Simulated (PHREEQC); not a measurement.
Solution (25 °C and 100 atm): 0.15 mol/kgw KH2PO4 and 0.015 mol/kgw H2SO4. Closed to the air; pH follows from the charge balance.

All values are PHREEQC results (ion-association model, phreeqc.dat), not measurements.

Each row changes one thing in this solution. Precipitation was switched off in this run.

| case | pH | ionic strength (mol/kgw) | SO4-2 (mol/kgw) | KSO4- (mol/kgw) | HSO4- (mol/kgw) |
|---|---|---|---|---|---|
| as made | 2.68 | 0.160 | 0.0109 | 0.00330 | 0.000845 |
| diluted 2-fold with water | 2.74 | (withheld) | 0.00589 | 0.00114 | (withheld) |
| 0.0023 mol/kgw KOH added | 2.72 | 0.162 | 0.0109 | 0.00334 | 0.000769 |
| H2SO4 from 0.015 to 0.003 mol/kgw | 3.43 | 0.152 | 0.00226 | 0.000711 | 3.18e-5 |
| KH2PO4 replaced by KBr at the same molality | 1.70 | 0.180 | 0.00750 | (withheld) | 0.00531 |
| temperature from 25 to 55 °C | 2.81 | 0.157 | 0.00948 | 0.00441 | 0.00111 |

### Question
Complete the blanks.

### Answer

- diluted 2-fold with water, ionic strength (mol/kgw): 0.0819
- diluted 2-fold with water, HSO4- (mol/kgw): 0.000469
- KH2PO4 replaced by KBr at the same molality, KSO4- (mol/kgw): 0.00219

Under pressure, the constants of complexes without a molar volume in the database are unreliable. Constants without temperature data keep their 25 °C values here.
